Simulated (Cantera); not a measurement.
Mixture: 8.61 % CH4, 12.3 % O2, 72.6 % N2, 6.46 % H2O, equivalence ratio 1.4, at 1.58 atm, adiabatic and at constant pressure. Ignition delay is the time to a rise of 400 K.

Detailed kinetics in Cantera: GRI-Mech 3.0 (53 species, 325 reactions).

Predict: delay at 1150 K; delay at 1250 K; delay at 1350 K; delay at 1450 K; apparent activation energy between 1400 and 1500 K.


```
Property                                                 Value
--------------------------------------------------  ----------
delay at 1150 K                                        0.128 s
delay at 1250 K                                        33.6 ms
delay at 1350 K                                        9.63 ms
delay at 1450 K                                        2.94 ms
apparent activation energy between 1400 and 1500 K  200 kJ/mol
```
